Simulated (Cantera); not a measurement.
What does this Cantera script print?

```python
import numpy as np
import cantera as ct

gas_names = [...]  # 45 gases of nasa_gas.yaml made of Cu, F, H, N, O
cond_names = """
    Cu(cr) Cu(L) CuF2(s) CuF2(L) CuO(s) CuO2H2(s) Cu2O(s) Cu2O(L) H2O(s) H2O(L)
""".split()


# ... load() reads the species with a 1 bar reference pressure and builds the phases ...
atoms = {
    'CuF2': {'Cu': 1, 'F': 2},
    'HF': {'H': 1, 'F': 1},
    'N2': {'N': 2},
    'O2': {'O': 2},
}
top_T = {'CuO(s)': 1390}  # K; cautious upper limits of use, not melting points


# ... equilibrate(T, P, feed) seeds the gas with the atoms and calls Mixture.equilibrate('TP', solver="vcs", rtol=1e-11, max_steps=5000) ...
results = []
feed = {'CuF2': 1, 'HF': 1.2, 'N2': 2.2, 'O2': 0.056}  # mol
T = 1525  # K
for P in [0.1, 0.72, 5.2, 37, 270, 1900, 14000, 100000]:
    mix = equilibrate(T, P, feed)
    results.append((T, P, feed, dict(zip(mix.species_names, mix.species_moles))))

top = {s: max(r[3][s] / sum(r[3][g] for g in gas_names) for r in results) for s in gas_names}
cols = sorted((s for s in top if top[s] > 0.0001), key=lambda s: -top[s])[:5]
seen = [c for c in cond_names if any(r[3].get(c, 0) > 1e-12 for r in results)]
print("log10 of partial pressures in bar; condensed amounts in mol")
print(f"{'P/Pa':>10s}" + "".join(f"{s[:9]:>10s}" for s in cols + seen))
for T, P, feed, n in results:
    ng = sum(n[g] for g in gas_names)
    print(f"{P:10.4g}" + "".join(f"{np.log10(max(n[s] / ng * P / 1e5, 1e-99)):10.3f}" for s in cols)
          + "".join(f"{n.get(c, 0):10.4g}" for c in seen))
```

It prints:

```
log10 of partial pressures in bar; condensed amounts in mol
      P/Pa        N2        HF      CuF2         F       CuF   CuF2(L)
       0.1    -6.393    -6.656    -8.422    -6.743    -6.746         0
      0.72    -5.528    -5.791    -6.785    -5.926    -5.926         0
       5.2    -4.644    -4.907    -5.370    -5.218    -5.218         0
        37    -3.765    -4.028    -4.251    -4.659    -4.659         0
       270    -2.886    -3.149    -3.281    -4.174    -4.174         0
      1900    -2.032    -2.295    -2.394    -3.730    -3.730         0
   1.4e+04    -1.162    -1.425    -1.512    -3.289    -3.289         0
     1e+05    -0.222    -0.485    -1.245    -3.156    -3.156    0.7886
```

Equilibrium computed with Cantera from the NASA thermochemical tables; the gas is ideal and each condensed phase is pure.
